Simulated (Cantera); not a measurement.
# Premixed flame

A freely propagating, adiabatic, planar premixed flame of 38.3 % H2, 11.2 % O2, 50.5 % N2, unburnt at 350 K and 5.00 bar; mixture-averaged transport, grid criteria slope 0.08 and curve 0.16, no radiation.

Computed with Cantera and the H2/O2 subset of GRI-Mech 3.0, which has no nitrogen chemistry. The hydrogen kinetics of GRI-Mech 3.0 are dated; newer H2 mechanisms differ, most at raised pressure. Burning velocities carry a grid error of a few per cent, more on coarse grids.

```
z (mm)   T (K)  u (m/s)   x H2      x O2    x H2O       x O      x OH    x H2O2
-------  -----  -------  -----  --------  -------  --------  --------  --------
-0.142     350     2.99  0.383     0.112    <1e-8     <1e-8     <1e-8     <1e-8
-0.0950    350     2.99  0.382     0.112  8.18e-8     <1e-8     <1e-8     <1e-8
-0.0712    350     2.99  0.382     0.113  9.49e-7     <1e-8     <1e-8     <1e-8
-0.0475    353     3.00  0.380     0.113  2.63e-5   4.93e-8     <1e-8   2.67e-7
-0.0237    439     3.64  0.359     0.115  0.00362   4.75e-6   2.46e-5   4.55e-5
-0.0119    765     6.12  0.319     0.106   0.0334  0.000147  0.000811  0.000135
0         1175     9.19  0.264    0.0797   0.0940  0.000924   0.00136   5.34e-5
0.0119    1467     11.4  0.212    0.0456    0.160   0.00183   0.00240   6.90e-6
0.0237    1636     12.6  0.179    0.0209    0.206   0.00169   0.00319   2.37e-6
0.0475    1784     13.7  0.159   0.00385    0.239  0.000828   0.00353   1.06e-6
0.0950    1887     14.4  0.160  0.000434    0.247  0.000392   0.00316   4.92e-7
0.190     1966     15.0  0.164  0.000124    0.250  0.000173   0.00233   2.30e-7
0.380     2021     15.3  0.168   4.46e-5    0.252   6.25e-5   0.00149   9.95e-8
```
x: mole fraction of selected species; z is measured from the peak of heat release.

| Item | Value |
|---|---|
| laminar burning velocity | 299 cm/s |
| thermal thickness | 0.0475 mm |
| peak x(O) | 0.00189 |
| peak x(OH) | 0.00354 |
| peak x(H2O2) | 0.000136 |
| grid points | 109 |
